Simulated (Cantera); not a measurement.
Input: 1 mol SiCl4, 820 mol H2, at 2175 K and 0.133 bar.

Cantera equilibrium calculation (NASA polynomials, part measured and part estimated; ideal gas, pure solids and liquids). Candidate condensed phases: Si; 19 gas species. The tables' values for SiCl are old estimates; treat these amounts as uncertain. Gases not in the tables: Si2H6 and higher silanes. Equilibrium is a limit: real reactors are often held back by kinetics, nucleation or transport.

Base state: H2 0.981, H 0.0132, HCl 0.00472, Si 0.000896, SiH 0.000151, SiH2 0.000108, Cl 4.65e-5, SiCl 2.14e-5 (mole fractions); condensed: gas only.

Task: What changes in the equilibrium state with this change: temperature from 2175 K to 1925 K?

Result: 
```json
[
 {"species": "H2", "before": "0.981", "after": "0.992"},
 {"species": "HCl", "before": "0.00472", "after": "0.00472"},
 {"species": "H", "before": "0.0132", "after": "0.00261"},
 {"species": "Si", "before": "0.000896", "after": "0.000131"},
 {"species": "Cl", "before": "4.65e-5", "after": "9.33e-6"},
 {"species": "SiH", "before": "0.000151", "after": "3.87e-5"},
 {"species": "SiCl2", "before": "1.86e-5", "after": "5.89e-5"},
 {"species": "SiCl", "before": "2.14e-5", "after": "9.77e-6"},
 {"species": "SiH2", "before": "0.000108", "after": "6.76e-5"},
 {"species": "Si(l), mol", "before": "0", "after": "0.746"}
]
```
